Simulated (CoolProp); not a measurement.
A closed Brayton cycle with carbon dioxide: compressor inlet 331.15 K and 8.7 MPa, high pressure 26.3 MPa, turbine inlet 825 K, compressor efficiency 0.85, turbine efficiency 0.85, recuperator effectiveness 0.9 (on enthalpy, no pinch check). Each further row changes one setting.

Computed with CoolProp (reference Helmholtz-energy equation of state, Span 1996).

```tsv
case	thermal efficiency (%)	net work (kJ/kg)	compressor to turbine work	compressor exit (K)	turbine exit (K)
as stated	30.4	74.5	0.45	426.2	699.9
turbine inlet 775 K	28.2	___	0.48	426.2	654.2
compressor inlet 341.15 K	___	67.8	0.50	442.6	699.9
high pressure 22.4 MPa	29.9	67.1	0.43	412.0	___
recuperator effectiveness 0.5	20.1	74.5	0.45	426.2	699.9
```

Problem. Fill in the missing entries.

Solution. 
- turbine inlet 775 K, net work (kJ/kg): 65.0
- compressor inlet 341.15 K, thermal efficiency (%): 28.8
- high pressure 22.4 MPa, turbine exit (K): 717.6
